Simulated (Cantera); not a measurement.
Source: NASA polynomial tables (part measured, part estimated), evaluated in Cantera. Values are per mole of reaction as written; species without (g) are pure solids or liquids, kept so even where they would boil at 1 bar.

H2(g) + O(g) + SrO → Sr(OH)2, with ΔH° = -626.1 kJ and ΔS° = -250.3 J/K at 300 K.

How far is the shortcut ΔG° ≈ ΔH°(300 K) − T·ΔS°(300 K) from the full temperature-dependent value at 1875, 1950, 2025, 2100, 2175, 2250, 2325, 2400, 2475, 2550, 2625 K?


```csv
T (K),shortcut (kJ),full (kJ),difference (kJ),difference in log10 K,condensed phases
1875,-156.7,-212.8,56.1,-1.56,"SrO(s), Sr(OH)2(l)"
1950,-137.9,-199.3,61.4,-1.65,"SrO(s), Sr(OH)2(l)"
2025,-119.1,-186.0,66.8,-1.72,"SrO(s), Sr(OH)2(l)"
2100,-100.4,-172.7,72.4,-1.80,"SrO(s), Sr(OH)2(l)"
2175,-81.6,-159.6,78.0,-1.87,"SrO(s), Sr(OH)2(l)"
2250,-62.8,-146.5,83.7,-1.94,"SrO(s), Sr(OH)2(l)"
2325,-44.0,-133.6,89.6,-2.01,"SrO(s), Sr(OH)2(l)"
2400,-25.3,-120.7,95.5,-2.08,"SrO(s), Sr(OH)2(l)"
2475,-6.5,-107.9,101.4,-2.14,"SrO(s), Sr(OH)2(l)"
2550,12.3,-95.2,107.5,-2.20,"SrO(s), Sr(OH)2(l)"
2625,31.1,-82.6,113.7,-2.26,"SrO(s), Sr(OH)2(l)"
```
The shortcut ignores heat capacities and the phase changes listed.
